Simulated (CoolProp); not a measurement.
Vapour-liquid equilibrium of propane (1) + R245fa (2) at 613 kPa; x and y are mole fractions of (1).

Values from CoolProp's multi-fluid Helmholtz-energy mixture model, Lemmon 2009 and Akasaka 2015; pair parameters Bell 2016.

Problem. Give the bubble temperature and the first vapour's composition at x = 0.2, 0.5, 0.95. Is there an azeotrope?

Solution. x = 0.2: 26.1 °C, y = 0.758; x = 0.5: 14.4 °C, y = 0.861; x = 0.95: 9.2 °C, y = 0.965. No azeotrope shows between x = 0.05 and 0.95.

The pair parameters rest on a limited set of measurements; away from them the model extrapolates. With so large a gap from Raoult's law the liquid may split in two, which this calculation doesn't test in full.
